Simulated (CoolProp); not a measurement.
Vapour-liquid equilibrium of dimethyl ether (1) + R236FA (2) at 58.35 °C; x and y are mole fractions of (1).

Values from CoolProp's multi-fluid Helmholtz-energy mixture model, Wu 2011 and Pan 2012; pair parameters Bell 2016.

```json
[
 {"x": "0.05", "bubble pressure (MPa)": "0.7334", "y at the bubble point": "0.053", "dew pressure at overall composition x (MPa)": "0.7332", "liquid density (mol/L)": "8.321"},
 {"x": "0.2", "bubble pressure (MPa)": "0.7525", "y at the bubble point": "0.229", "dew pressure at overall composition x (MPa)": "0.7482", "liquid density (mol/L)": "8.946"},
 {"x": "0.35", "bubble pressure (MPa)": "0.7956", "y at the bubble point": "0.422", "dew pressure at overall composition x (MPa)": "[?]", "liquid density (mol/L)": "9.619"},
 {"x": "0.5", "bubble pressure (MPa)": "0.8728", "y at the bubble point": "0.613", "dew pressure at overall composition x (MPa)": "[?]", "liquid density (mol/L)": "10.34"},
 {"x": "0.65", "bubble pressure (MPa)": "[?]", "y at the bubble point": "0.778", "dew pressure at overall composition x (MPa)": "0.8938", "liquid density (mol/L)": "11.11"},
 {"x": "0.8", "bubble pressure (MPa)": "1.149", "y at the bubble point": "[?]", "dew pressure at overall composition x (MPa)": "[?]", "liquid density (mol/L)": "[?]"},
 {"x": "0.95", "bubble pressure (MPa)": "1.332", "y at the bubble point": "[?]", "dew pressure at overall composition x (MPa)": "1.246", "liquid density (mol/L)": "12.79"}
]
```

Problem. Some entries are withheld; supply them.

Solution. 
- 0.35, dew pressure at overall composition x (MPa): 0.7763
- 0.5, dew pressure at overall composition x (MPa): 0.8220
- 0.65, bubble pressure (MPa): 0.9909
- 0.8, y at the bubble point: 0.902
- 0.8, dew pressure at overall composition x (MPa): 1.013
- 0.8, liquid density (mol/L): 11.93
- 0.95, y at the bubble point: 0.982

No azeotrope shows between x = 0.05 and 0.95.

The pair parameters rest on a limited set of measurements; away from them the model extrapolates.
